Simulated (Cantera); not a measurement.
Feed: 1 mol HCl, 0.11 mol H2, equilibrated at 2548.15 K and 1.00 bar.

Cantera equilibrium calculation (NASA polynomials, part measured and part estimated; ideal gas, pure solids and liquids). Rates play no part.

Base state: HCl 0.820, H2 0.117, Cl 0.0522, H 0.0106, Cl2 0.000184 (mole fractions); condensed: gas only.

### Question
What changes in the equilibrium state with this change: 0.03 mol NH3 added?

### Answer
```json
[
 {"species": "HCl", "before": "0.820", "after": "0.785"},
 {"species": "H2", "before": "0.117", "after": "0.145"},
 {"species": "Cl", "before": "0.0522", "after": "0.0449"},
 {"species": "N2", "before": "0", "after": "0.0125"},
 {"species": "H", "before": "0.0106", "after": "0.0118"},
 {"species": "Cl2", "before": "0.000184", "after": "0.000136"}
]
```
Further candidate phases: NH4Cl.
